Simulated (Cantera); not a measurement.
Input (Python, Cantera) and output of one run.

```python
import numpy as np
import cantera as ct

gas_names = """
    B BO BO2 B2 B2O B2O2 B2O3 O O2 O3
""".split()
cond_names = """
    B(b) B(L) B2O3(L)
""".split()


def load(file, names, dense=False):
    # The tables refer to 1 bar. Condensed volumes are neglected.
    table = {s.name: s for s in ct.Species.list_from_file(file)}
    out = []
    for n in names:
        d = dict(table[n].input_data)
        d["thermo"] = dict(d["thermo"], **{"reference-pressure": 1e5})
        if dense:
            d["equation-of-state"] = {"model": "constant-volume", "density": "1e6 g/cm^3"}
        out.append(ct.Species.from_dict(d))
    return out


gas = ct.Solution(thermo="ideal-gas", species=load("nasa_gas.yaml", gas_names))
cond = {s.name: ct.Solution(thermo="fixed-stoichiometry", species=[s], name=s.name)
        for s in load("nasa_condensed.yaml", cond_names, dense=True)}
atoms = {
    'B2O3': {'B': 2, 'O': 3},
    'O2': {'O': 2},
}
top_T = {}  # K; cautious upper limits of use, not melting points


def equilibrate(T, P, feed):
    n = {}
    for name, mol in feed.items():
        for a, k in atoms[name].items():
            n[a] = n.get(a, 0.0) + k * mol
    gas.TPX = T, P, n
    mass = sum(n.values()) * gas.mean_molecular_weight
    gas.equilibrate("TP")
    valid = [c for c in cond.values() if c.min_temp <= T <= top_T.get(c.name, c.max_temp)]
    mix = ct.Mixture([(gas, mass / gas.mean_molecular_weight)] + [(c, 0.0) for c in valid])
    mix.T, mix.P = T, P
    mix.equilibrate("TP", solver="vcs", rtol=1e-11, max_steps=5000)
    return mix


results = []
feed = {'B2O3': 1, 'O2': 0.14}  # mol
T = 1225  # K
P = 11  # Pa
mix = equilibrate(T, P, feed)
results.append((T, P, feed, dict(zip(mix.species_names, mix.species_moles))))
x = sorted(zip(gas.X, gas.species_names), reverse=True)
print(f"T = {T:g} K  P = {P:g} Pa  gas = {mix.phase_moles(0):.4g} mol")
print("   x: " + "  ".join(f"{s} {v:.3e}" for v, s in x if v > 0.0001))
print("   condensed (mol): " + ("  ".join(f"{mix.phase(i).name} {mix.phase_moles(i):.4g}"
      for i in range(1, mix.n_phases) if mix.phase_moles(i) > 1e-12) or "none"))
```

It prints:

```
T = 1225 K  P = 11 Pa  gas = 0.14 mol
   x: O2 9.998e-01  B2O3 1.862e-04
   condensed (mol): B2O3(L) 1
```

Cantera equilibrium calculation (NASA polynomials, part measured and part estimated; ideal gas, pure solids and liquids).
